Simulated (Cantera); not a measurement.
Catalytic combustion on Pt

An isothermal plug-flow reactor at 950 K and 760 Torr (inlet), inlet velocity 3.1 m/s, active area per volume 1100 1/m; feed H2 : O2 : N2 = 0.023 : 0.076 : 0.79 (molar parts).

Detailed kinetics in Cantera: Deutschmann's 1995 Pt surface mechanism with GRI-Mech 3.0 gas chemistry. Catalytic surfaces can have several steady states; this one follows from the mechanism file's or the stated starting coverage. Mass transfer to the wall is taken as infinitely fast.

```tsv
z (m)	x H2	x O2	x H2O	θ free Pt	θ O*	θ OH*
0.00013	0.0120	0.0791	0.0140	0.332	0.665	0.00371
0.00026	0.00742	0.0769	0.0187	0.244	0.752	0.00352
0.0005	0.00375	0.0752	0.0224	0.194	0.803	0.00335
0.00096	0.00125	0.0741	0.0249	0.169	0.828	0.00326
0.0018	0.000201	0.0736	0.0260	0.160	0.837	0.00322
0.0036	4.36e-6	0.0735	0.0262	0.159	0.838	0.00322
0.0069	4.01e-9	0.0735	0.0262	0.159	0.838	0.00322
0.013	4.16e-11	0.0735	0.0262	0.159	0.838	0.00322
```
x: gas mole fraction; θ: surface coverage.
